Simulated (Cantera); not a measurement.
Charge: 1 mol Hg, 0.048 mol O2, a varied amount of N2, at 923.15 K and 24.0 Pa.

Method: chemical equilibrium by Gibbs-energy minimisation in Cantera with the NASA 1993 tables (ideal gas, pure condensed phases). Candidate condensed phases: Hg, HgO; 10 gas species. The numbers say what is thermodynamically allowed, not how fast it happens.

x: gas mole fraction; nothing condenses.

```csv
n(N2) (mol),x N2,x Hg,x O2,x NO,x NO2
0.31,0.228,0.736,0.0353,2.77e-6,1.70e-9
0.51,0.327,0.642,0.0308,3.09e-6,1.77e-9
0.85,0.448,0.527,0.0253,3.28e-6,1.70e-9
1.4,0.572,0.408,0.0196,3.26e-6,1.49e-9
2.4,0.696,0.290,0.0139,3.03e-6,1.17e-9
3.9,(withheld),(withheld),(withheld),(withheld),(withheld)
6.5,0.861,(withheld),(withheld),(withheld),(withheld)
11,0.913,0.0830,0.00398,1.86e-6,3.82e-10
18,0.945,0.0525,0.00252,1.50e-6,2.46e-10
```

Problem. Complete the blanks.

Solution. 
- 6.5, x Hg: 0.132
- 6.5, x O2: 0.00636
- 6.5, x NO: 2.28e-6
- 6.5, x NO2: 5.93e-10
- 3.9, x N2: 0.788
- 3.9, x Hg: 0.202
- 3.9, x O2: 0.00970
- 3.9, x NO: 2.69e-6
- 3.9, x NO2: 8.65e-10
